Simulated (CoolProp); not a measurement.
Ethanol along the isobar 999 kPa: fugacity coefficient from the reference equation and from simpler models built on Tc = 514.7 K, pc = 6268 kPa, ω = 0.644; each cubic takes its own stable root.

Values from CoolProp's reference Helmholtz-energy equation of state, Schroeder 2014.

| T (K) | phase | reference |
|---|---|---|
| 278 | liquid | 0.002292 |
| 305.7 | liquid | 0.01224 |
| 333.3 | liquid | 0.04718 |
| 361 | liquid | 0.1423 |
| 388.6 | liquid | 0.3503 |
| 416.3 | liquid | 0.7350 |
| 444 | gas | 0.9024 |
| 471.6 | gas | 0.9276 |
| 499.3 | gas | 0.9453 |

Problem. How far does each simpler model (van der Waals, Peng-Robinson) lie from the reference over these 9 states: mean and median of the absolute difference, and the worst?

Solution. 
- van der Waals: mean 2026.8 %, median 159.3 %, worst +12194.9 % at 278 K and 999 kPa
- Peng-Robinson: mean 2.4 %, median 1.5 %, worst +5.0 % at 333.3 K and 999 kPa

At some of these states van der Waals gives the other phase, because its saturation line lies elsewhere.
